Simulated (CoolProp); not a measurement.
Properties of carbon monoxide along the isotherm -149.35 °C (Tc = -140.3 °C, pc = 34.98 bar, ω = 0.050).

The numbers come from the reference Helmholtz-energy equation of state, Lemmon 2006 in CoolProp. It is a short technical equation, of lower accuracy than the large ones.

```json
[
 {"p (bar)": "1.11", "phase": "gas", "density (kg/m³)": "3.061", "cp (kJ/(kg K))": "1.059", "speed of sound (m/s)": "225.2", "Joule-Thomson coefficient (K/MPa)": "12.00", "fugacity coefficient": "0.9870"},
 {"p (bar)": "2.52", "phase": "gas", "density (kg/m³)": "7.071", "cp (kJ/(kg K))": "1.087", "speed of sound (m/s)": "223.2", "Joule-Thomson coefficient (K/MPa)": "12.07", "fugacity coefficient": "…"},
 {"p (bar)": "5.73", "phase": "gas", "density (kg/m³)": "16.78", "cp (kJ/(kg K))": "1.162", "speed of sound (m/s)": "218.3", "Joule-Thomson coefficient (K/MPa)": "12.24", "fugacity coefficient": "0.9335"},
 {"p (bar)": "13", "phase": "gas", "density (kg/m³)": "42.92", "cp (kJ/(kg K))": "1.448", "speed of sound (m/s)": "205.7", "Joule-Thomson coefficient (K/MPa)": "12.64", "fugacity coefficient": "0.8500"},
 {"p (bar)": "29.7", "phase": "liquid", "density (kg/m³)": "555.0", "cp (kJ/(kg K))": "3.306", "speed of sound (m/s)": "412.7", "Joule-Thomson coefficient (K/MPa)": "0.7483", "fugacity coefficient": "…"},
 {"p (bar)": "67.5", "phase": "liquid", "density (kg/m³)": "603.9", "cp (kJ/(kg K))": "2.507", "speed of sound (m/s)": "528.6", "Joule-Thomson coefficient (K/MPa)": "…", "fugacity coefficient": "0.3061"},
 {"p (bar)": "154", "phase": "liquid", "density (kg/m³)": "660.3", "cp (kJ/(kg K))": "2.097", "speed of sound (m/s)": "666.5", "Joule-Thomson coefficient (K/MPa)": "-0.1302", "fugacity coefficient": "0.1944"},
 {"p (bar)": "350", "phase": "liquid", "density (kg/m³)": "727.4", "cp (kJ/(kg K))": "1.863", "speed of sound (m/s)": "849.6", "Joule-Thomson coefficient (K/MPa)": "-0.3545", "fugacity coefficient": "0.1839"}
]
```

Q: Fill in the missing entries.

A: 
- 2.52, fugacity coefficient: 0.9706
- 29.7, fugacity coefficient: 0.5831
- 67.5, Joule-Thomson coefficient (K/MPa): 0.2197
